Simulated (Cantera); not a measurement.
Input (Python, Cantera):

```python
import numpy as np
import cantera as ct

gas = ct.Solution("h2o2.yaml")
gas.TPX = 398, 180000, {'H2': 1, 'O2': 0.455, 'N2': 1.71, 'H2O': 0.12}
flame = ct.FreeFlame(gas, width=0.027)
flame.set_refine_criteria(ratio=3, slope=0.08, curve=0.16)
flame.transport_model = "mixture-averaged"
flame.solve(loglevel=0, auto=True)
z, T = flame.grid, flame.T
thick = (T[-1] - T[0]) / np.gradient(T, z).max()
show = ['H2', 'O2', 'H2O', 'H', 'H2O2', 'HO2']
print(f"laminar burning velocity  {flame.velocity[0] * 100:.3f} cm/s")
print(f"burnt temperature         {T[-1]:.1f} K")
print(f"thermal thickness         {thick * 1e3:.4f} mm")
print(f"grid points               {len(z)}")
z0 = z[flame.heat_release_rate.argmax()]
print(f"{'z/mm':>9s}{'T/K':>9s}{'u/(m/s)':>9s}" + "".join(f"{s:>11s}" for s in show))
rows = []
for k in (-3, -2, -1.5, -1, -0.5, -0.25, 0, 0.25, 0.5, 1, 2, 4, 8):
    zz = z0 + k * thick
    rows.append([k * thick, np.interp(zz, z, T), np.interp(zz, z, flame.velocity),
                 *(np.interp(zz, z, flame.X[gas.species_index(s)]) for s in show)])
    print(f"{rows[-1][0] * 1e3:9.3f}{rows[-1][1]:9.1f}{rows[-1][2]:9.3f}" + "".join(f"{x:11.3e}" for x in rows[-1][3:]))
```

Result:

```
laminar burning velocity  361.040 cm/s
burnt temperature         2392.4 K
thermal thickness         0.1740 mm
grid points               108
     z/mm      T/K  u/(m/s)         H2         O2        H2O          H       H2O2        HO2
   -0.522    398.0    3.610  3.044e-01  1.385e-01  3.653e-02  2.431e-16  9.316e-14  1.470e-12
   -0.348    398.0    3.610  3.044e-01  1.385e-01  3.653e-02  2.584e-14  2.012e-11  2.879e-10
   -0.261    398.0    3.610  3.043e-01  1.385e-01  3.653e-02  2.672e-13  2.613e-10  3.656e-09
   -0.174    398.2    3.610  3.038e-01  1.386e-01  3.657e-02  2.203e-11  1.170e-08  1.592e-07
   -0.087    415.6    3.724  2.947e-01  1.402e-01  3.756e-02  9.402e-07  6.685e-06  8.400e-05
   -0.044    645.9    5.591  2.578e-01  1.375e-01  5.640e-02  1.188e-03  9.657e-05  6.650e-04
    0.000   1125.9    9.418  1.815e-01  1.092e-01  1.279e-01  1.503e-02  3.303e-05  2.356e-04
    0.044   1475.5   12.176  1.040e-01  6.013e-02  2.197e-01  3.381e-02  5.614e-06  9.957e-05
    0.087   1663.6   13.648  6.721e-02  3.131e-02  2.697e-01  3.932e-02  3.100e-06  4.604e-05
    0.174   1842.5   14.989  5.357e-02  1.763e-02  2.954e-01  3.294e-02  1.598e-06  2.197e-05
    0.348   2003.0   16.133  5.012e-02  1.287e-02  3.095e-01  2.257e-02  8.466e-07  1.311e-05
    0.696   2140.7   17.078  4.563e-02  9.006e-03  3.234e-01  1.427e-02  5.119e-07  7.512e-06
    1.392   2246.5   17.780  4.053e-02  5.820e-03  3.360e-01  8.664e-03  3.392e-07  4.056e-06
```

Detailed kinetics in Cantera: the H2/O2 subset of GRI-Mech 3.0, which has no nitrogen chemistry. Burning velocities carry a grid error of a few per cent, more on coarse grids.
